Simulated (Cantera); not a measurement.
A closed system holds: 1 mol Al, 220 mol NH3, 23 mol H2, at 1.00 Torr.

Method: chemical equilibrium by Gibbs-energy minimisation in Cantera with the NASA 1993 tables (ideal gas, pure condensed phases). Candidate condensed phases: Al, AlN; 13 gas species. Equilibrium is a limit: real reactors are often held back by kinetics, nucleation or transport.

Task: At 1273 K, list the 3 most abundant gas species with their mole fractions, and the condensed phases.

Result: H2 0.763, N2 0.237, H 1.71e-5. Condensed: AlN(s).
